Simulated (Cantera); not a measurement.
A freely propagating, adiabatic, planar premixed flame of C3H8 : O2 : N2 = 1 : 3.85 : 14.5 (molar parts), equivalence ratio 1.3, unburnt at 375 K and 0.133 bar; mixture-averaged transport, grid criteria slope 0.08 and curve 0.16, no radiation.

Cantera simulation using GRI-Mech 3.0 (53 species, 325 reactions); the numbers are that mechanism's predictions, not measurements. GRI-Mech 3.0 was tuned for natural gas; its chemistry of propane as a main component is partial and can be far from experiment. Burning velocities carry a grid error of a few per cent, more on coarse grids.

x: mole fraction of selected species; z is measured from the peak of heat release.

```
z (mm)  T (K)  u (m/s)    x C3H8     x O2  x CH2CO       x H     x CO2    x C2H2
------  -----  -------  --------  -------  -------  --------  --------  --------
-5.82     375    0.824    0.0516    0.199    <1e-8     <1e-8   5.71e-8   1.94e-8
-3.88     376    0.829    0.0515    0.198      [?]     <1e-8   1.45e-6   4.52e-7
-2.91     382    0.846    0.0512    0.197      [?]     <1e-8   1.25e-5   3.60e-6
-1.94     440    0.986    0.0503    0.190      [?]   1.62e-6  0.000212   5.41e-5
-0.970    867     2.03    0.0361    0.149      [?]  0.000188   0.00368  0.000833
-0.485   1286     3.13    0.0120    0.102  0.00112   0.00135   0.00993   0.00226
0        1665     4.16  0.000484   0.0544  0.00114   0.00543    0.0197   0.00378
0.485    1858     4.68   1.29e-6   0.0254      [?]    0.0106    0.0305   0.00184
0.970    1919     4.82     <1e-8   0.0123      [?]    0.0142    0.0403  0.000342
1.94     1944     4.86     <1e-8  0.00512      [?]    0.0171    0.0526   5.65e-6
3.88     1957     4.88     <1e-8  0.00351    <1e-8    0.0176    0.0603     <1e-8
7.76     1969     4.90     <1e-8  0.00314    <1e-8    0.0169    0.0619     <1e-8
15.5     1989     4.94     <1e-8  0.00278    <1e-8    0.0154    0.0621     <1e-8
```

### Question
Fill in the missing entries.

### Answer

- -3.88, x CH2CO: 4.12e-8
- -2.91, x CH2CO: 4.29e-7
- -1.94, x CH2CO: 1.01e-5
- -0.970, x CH2CO: 0.000329
- 0.485, x CH2CO: 0.000277
- 0.970, x CH2CO: 2.94e-5
- 1.94, x CH2CO: 2.07e-7
